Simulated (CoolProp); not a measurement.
Properties of ethanol along the isobar 20.9 MPa.

The numbers come from the reference Helmholtz-energy equation of state, Schroeder 2014 in CoolProp.

| T (°C) | phase | cp (kJ/(kg K)) | speed of sound (m/s) | expansivity (1/kK) | conductivity (mW/(m K)) | Prandtl number |
|---|---|---|---|---|---|---|
| 103.45 | liquid | 3.099 | 1046 | 1.252 | 162 | 7.11 |
| 113.45 | liquid | 3.199 | 1018 | 1.321 | 160 | 6.56 |
| 123.55 | liquid | 3.301 | 988.1 | 1.402 | 159 | 6.07 |
| 133.55 | liquid | … | 957.9 | 1.493 | 157 | 5.64 |
| 143.55 | liquid | 3.501 | 927.0 | … | 156 | 5.25 |
| 153.65 | liquid | 3.596 | 894.9 | … | 154 | 4.88 |
| 163.65 | liquid | 3.683 | 862.6 | 1.824 | 153 | 4.55 |
| 173.65 | liquid | 3.762 | 829.9 | 1.947 | 151 | 4.24 |
| 183.75 | liquid | 3.833 | 796.6 | 2.076 | 150 | 3.94 |
| 193.75 | liquid | 3.897 | 763.7 | 2.209 | 148 | 3.67 |
| 203.75 | liquid | 3.961 | 730.6 | 2.353 | 147 | 3.43 |
| 213.85 | liquid | 4.030 | 697.0 | 2.515 | 145 | 3.21 |
| 223.85 | liquid | 4.108 | 663.2 | 2.705 | 144 | 3.03 |
| 233.95 | liquid | 4.203 | 628.2 | 2.940 | 143 | 2.87 |

Problem. Complete the blanks.

Solution. 
- 133.55, cp (kJ/(kg K)): 3.402
- 143.55, expansivity (1/kK): 1.594
- 153.65, expansivity (1/kK): 1.706

Viscosity comes from a separate model (Kiselev 2005). Thermal conductivity comes from a separate model (Assael 2013).
